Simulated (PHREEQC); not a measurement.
Model water analysis in mg/kgw, 25 °C, pH 5.74, pe -0.3:

| constituent | mg/kgw |
|---|---|
| Na | 0.509 |
| K | 0.0938 |
| Ca | 0.167 |
| Mg | 0.0758 |
| Cl | 0.663 |
| S(6) as SO4 | 0.196 |
| Alkalinity as HCO3 | 0.981 |
| Fe(2) | 0.00567 |
| Si as SiO2 | 0.0326 |
| B | 0.00492 |

Cl is adjusted to close the charge balance.
Valence states are taken as typed.

Equilibrium calculation in PHREEQC: ion-association model, phreeqc.dat.

| Property | Result |
|---|---|
| ionic strength | 5.06e-5 mol/kgw |

```
species  molality  activity   log γ
-------  --------  --------  ------
CO2       7.27e-5   7.27e-5   0.000
Na+       2.21e-5   2.20e-5  -0.004
Cl-       1.92e-5   1.90e-5  -0.004
HCO3-     1.79e-5   1.78e-5  -0.004
Ca+2      4.16e-6   4.03e-6  -0.014
Mg+2      3.12e-6   3.01e-6  -0.014
K+        2.40e-6   2.38e-6  -0.004
SO4-2     2.04e-6   1.97e-6  -0.014
H+        1.84e-6   1.82e-6  -0.004
H4SiO4    5.42e-7   5.42e-7   0.000
H3BO3     4.55e-7   4.55e-7   0.000
Fe+2      1.01e-7   9.80e-8  -0.014
OH-       5.61e-9   5.56e-9  -0.004
CaSO4     1.41e-9   1.41e-9   0.000
MgSO4     1.39e-9   1.39e-9   0.000
```

No solid was allowed to form. Species that the database lacks are ignored.
